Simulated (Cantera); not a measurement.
Reactions in the system Ba-Br-H-N

Standard-state values (1 bar) from the NASA 1993 polynomials, evaluated with Cantera. Values are per mole of reaction as written; species without (g) are pure solids or liquids, kept so even where they would boil at 1 bar.

2 N(g) + 3 Ba + 6 HBr(g) ⇌ 3 BaBr2 + 2 NH3(g)

```
T (K)  ΔH° (kJ)  ΔS° (J/K)  ΔG° (kJ)  log10 K  condensed phases
-----  --------  ---------  --------  -------  ----------------
300     -3091.8     -854.7   -2835.4   493.67   Ba(s), BaBr2(s)
1400    -2979.8     -751.6   -1927.6    71.92   Ba(l), BaBr2(l)
1550    -2968.3     -743.8   -1815.4    61.18   Ba(l), BaBr2(l)
1700    -2956.7     -736.6   -1704.4    52.37   Ba(l), BaBr2(l)
1850    -2944.8     -730.0   -1594.4    45.02   Ba(l), BaBr2(l)
2000    -2932.9     -723.7   -1485.4    38.79   Ba(l), BaBr2(l)
2150    -2920.7     -717.9   -1377.2    33.46   Ba(l), BaBr2(l)
2300    -2908.4     -712.4   -1270.0    28.84   Ba(l), BaBr2(l)
2450    -2896.0     -707.1   -1163.5    24.81   Ba(l), BaBr2(l)
```
